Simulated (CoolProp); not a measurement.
Values from CoolProp's reference Helmholtz-energy equation of state, Lemmon 2006. It is a short technical equation, of lower accuracy than the large ones.

Question: Give the vapour pressure (MPa), vapour Z, surface tension (mN/m) of saturated nitrous oxide at 212.4, 223.8, 229.6 K.

Answer: 
```json
[
 {"T (K)": "212.4", "p (MPa)": "0.416", "vapour Z": "0.929", "surface tension (mN/m)": "17.6"},
 {"T (K)": "223.8", "p (MPa)": "0.664", "vapour Z": "0.901", "surface tension (mN/m)": "15.1"},
 {"T (K)": "229.6", "p (MPa)": "0.826", "vapour Z": "0.885", "surface tension (mN/m)": "13.9"}
]
```

Surface tension comes from a separate correlation (Mulero 2012).
